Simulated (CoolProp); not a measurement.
Saturation properties of R114.

Model: reference Helmholtz-energy equation of state, Platzer 1990, in CoolProp. This equation is an older, rougher fit; its heat capacities, sound speeds and derivatives of the liquid may be far off and weren't checked against measurements.

```
T (K)  p (kPa)  liquid density (kg/m³)  surface tension (mN/m)
-----  -------  ----------------------  ----------------------
316.3    370.1                    1397                    8.92
323.3    448.7                    1373                    8.16
330.3    539.1                    1349                    7.42
337.2    641.0                    1324                    6.70
344.2    758.3                    1297                    5.98
351.2    890.9                    1270                    5.28
358.2     1040                    1240                    4.61
365.1     1204                    1209                    3.96
372.1     1390                    1176                    3.32
379.1     1597                    1139                    2.71
```

It boils at 276.7 K under 1 atm.

Surface tension comes from a separate correlation (Mulero 2012).
